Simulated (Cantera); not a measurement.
Ti + CH₄ (titanium nitride, carbide and oxide coatings)

Input: 1 mol Ti, 0.12 mol CH₄, held at 79.0 mbar.

Equilibrium computed with Cantera from the NASA thermochemical tables; the gas is ideal and each condensed phase is pure. Candidate condensed phases: C, C₆H₆, C₇H₈, C₈H₁₈, Ti, TiC; 77 gas species. Mutual solubility and eutectic melting of coexisting phases are not modelled. TiC: taken at fixed stoichiometry. Condensed phases not in the tables: N, O or C dissolved in the metal. Rates play no part.

From 777 °C to 877 °C the condensed part is Ti(α) + TiC(s). From 977 °C to 1577 °C the condensed part is Ti(β) + TiC(s). From 1677 °C to 1777 °C the condensed part is Ti(l) + TiC(s).

| T (°C) | log p H₂ | log p H | log p Ti | log p CH₄ | n Ti(α) | n TiC(s) | n Ti(β) | n Ti(l) |
|---|---|---|---|---|---|---|---|---|
| 777 | -1.10 | -8.64 | <-13 | -12.02 | 0.880 | 0.120 | 0 | 0 |
| 877 | -1.10 | -7.68 | <-13 | -11.61 | 0.880 | 0.120 | 0 | 0 |
| 977 | -1.10 | -6.87 | -12.18 | -11.25 | 0 | 0.120 | 0.880 | 0 |
| 1077 | -1.10 | -6.17 | -10.75 | -10.95 | 0 | 0.120 | 0.880 | 0 |
| 1177 | -1.10 | -5.58 | -9.52 | -10.69 | 0 | 0.120 | 0.880 | 0 |
| 1277 | -1.10 | -5.05 | -8.45 | -10.46 | 0 | 0.120 | 0.880 | 0 |
| 1377 | -1.10 | -4.59 | -7.52 | -10.26 | 0 | 0.120 | 0.880 | 0 |
| 1477 | -1.10 | -4.18 | -6.69 | -10.08 | 0 | 0.120 | 0.880 | 0 |
| 1577 | -1.10 | -3.82 | -5.95 | -9.92 | 0 | 0.120 | 0.880 | 0 |
| 1677 | -1.10 | -3.49 | -5.30 | -9.77 | 0 | 0.120 | 0 | 0.880 |
| 1777 | -1.11 | -3.20 | -4.72 | -9.62 | 0 | 0.120 | 0 | 0.880 |
log p: log10 of the partial pressure in bar; n: condensed amount in mol.
